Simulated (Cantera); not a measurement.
A closed system holds: 1 mol Pb, 0.34 mol NH3, 150 mol H2, held at 1627 °C and 101000 Pa.

Cantera equilibrium calculation (NASA polynomials, part measured and part estimated; ideal gas, pure solids and liquids). The numbers say what is thermodynamically allowed, not how fast it happens.

```
species    before    after
-------  --------  -------
H2          0.992    0.990
Pb        0.00659  0.00658
H        0.000785  0.00238
N2        0.00112  0.00112
```
Gas species are given as mole fractions.

Task: What was changed between the two runs?
(A) temperature from 1627 °C to 677 °C
(B) pressure from 101000 Pa to 11000 Pa
(C) NH3 from 0.34 to 1.2 mol
(D) NH3 from 0.34 to 0.45 mol

Result: B, pressure from 101000 Pa to 11000 Pa
